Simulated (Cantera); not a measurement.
Adiabatic ignition

An adiabatic, constant-volume homogeneous reactor starts with CH4 : C2H6 : O2 : N2 = 1 : 0.056 : 0.915 : 5.58 (molar parts), at 1773 K and 1.00 bar.

Cantera simulation using GRI-Mech 3.0 (53 species, 325 reactions); the numbers are that mechanism's predictions, not measurements.

| t (s) | T (K) | P (bar) | x CH4 | x C2H6 | x O2 | x OH | x HCN | x HO2 |
|---|---|---|---|---|---|---|---|---|
| 1.00e-6 | 1771 | 0.999 | 0.132 | 0.00723 | 0.121 | 8.79e-7 | <1e-12 | 1.45e-6 |
| 3.63e-6 | 1767 | 0.997 | 0.132 | 0.00677 | 0.121 | 3.89e-6 | <1e-12 | 8.99e-6 |
| 1.32e-5 | 1758 | 0.994 | 0.130 | 0.00548 | 0.120 | 1.94e-5 | 8.04e-11 | 3.82e-5 |
| 4.79e-5 | 1811 | 1.04 | 0.110 | 0.00298 | 0.108 | 8.18e-5 | 8.15e-9 | 0.000157 |
| 0.000174 | 2622 | 1.73 | 0.000477 | 2.40e-8 | 4.75e-6 | 0.000869 | 0.000450 | 5.25e-9 |
| 0.000632 | 2593 | 1.73 | 1.44e-9 | <1e-12 | 7.35e-6 | 0.00103 | 3.24e-5 | 7.60e-9 |
| 0.00230 | 2588 | 1.72 | 5.41e-11 | <1e-12 | 8.79e-6 | 0.00112 | 5.74e-7 | 8.98e-9 |
| 0.00835 | 2589 | 1.72 | 5.03e-11 | <1e-12 | 8.90e-6 | 0.00113 | 3.29e-7 | 9.09e-9 |
| 0.0303 | 2589 | 1.72 | 5.01e-11 | <1e-12 | 8.91e-6 | 0.00113 | 3.13e-7 | 9.10e-9 |
| 0.110 | 2589 | 1.72 | 5.01e-11 | <1e-12 | 8.91e-6 | 0.00113 | 3.13e-7 | 9.10e-9 |
| 0.400 | 2589 | 1.72 | 5.01e-11 | <1e-12 | 8.91e-6 | 0.00113 | 3.13e-7 | 9.10e-9 |
x: mole fraction; the columns are a selection and need not sum to one.

```json
{
  "time_of_steepest_temperature_rise": "86.9 µs",
  "temperature at 0.400 s": "2589 K",
  "equilibrium_temperature": "2589 K",
  "x(CH4) at 0.400 s": "5.01e-11 (gas-phase equilibrium 5.58e-11)",
  "x(C2H6) at 0.400 s": "<1e-12 (gas-phase equilibrium <1e-12)",
  "x(O2) at 0.400 s": "8.91e-6 (gas-phase equilibrium 8.91e-6)"
}
```
